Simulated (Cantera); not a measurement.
Input (Python, Cantera):

```python
import numpy as np
import cantera as ct

gas = ct.Solution("gri30.yaml")
gas.TPX = 1173, 1333, {'N2O': 1, 'N2': 0.88}
inlet = ct.Reservoir(gas, clone=True)

reactor = ct.IdealGasConstPressureReactor(gas, energy="off", clone=False)
exhaust = ct.Reservoir(gas, clone=True)
tau = [21, 2.7, 0.35, 0.046, 0.0059, 0.00077, 0.0001][0]
for a, b in ((inlet, reactor), (reactor, exhaust)):
    ct.MassFlowController(a, b, mdot=lambda t: reactor.mass / tau)
net = ct.ReactorNet([reactor])
show = ['N2O', 'N2', 'NO', 'NO2', 'O', 'O2']

rows = []
print(f"{'tau/s':>10s}{'T/K':>9s}" + "".join(f"{s:>11s}" for s in show))
for tau in [21, 2.7, 0.35, 0.046, 0.0059, 0.00077, 0.0001]:
    net.initial_time = 0.0
    net.advance(30 * tau)
    before = gas.X
    net.advance(40 * tau)
    drift = np.max(np.abs(gas.X - before) / (gas.X + 1e-9))
    rows.append([gas.T, *gas[show].X, drift])
    print(f"{tau:10.3e}{gas.T:9.1f}" + "".join(f"{x:11.3e}" for x in gas[show].X))
```

Result:

```
     tau/s      T/K        N2O         N2         NO        NO2          O         O2
 2.100e+01   1173.0  4.709e-01  5.027e-01  4.536e-03  7.131e-07  1.190e-06  2.181e-02
 2.700e+00   1173.0  5.232e-01  4.730e-01  6.482e-04  6.742e-08  1.191e-06  3.116e-03
 3.500e-01   1173.0  5.308e-01  4.687e-01  8.506e-05  2.645e-09  1.188e-06  4.088e-04
 4.600e-02   1173.0  5.318e-01  4.682e-01  1.101e-05  5.337e-11  1.168e-06  5.292e-05
 5.900e-03   1173.0  5.319e-01  4.681e-01  1.247e-06  7.031e-13  1.030e-06  5.991e-06
 7.700e-04   1173.0  5.319e-01  4.681e-01  8.571e-08  3.336e-15  5.429e-07  4.120e-07
 1.000e-04   1173.0  5.319e-01  4.681e-01  2.396e-09  2.607e-18  1.169e-07  1.152e-08
```

Model: GRI-Mech 3.0 (53 species, 325 reactions), integrated in Cantera. GRI-Mech 3.0 was tuned for natural gas; its chemistry of N2O as a main component is partial and can be far from experiment. Radical loss at walls, strong at low pressure, is not modelled. The mechanism lacks the step 2 NO + O2 → 2 NO2, which can matter for NO2 below about 1400 K. The temperature is held fixed by assumption; the heat of reaction is taken as removed at once.
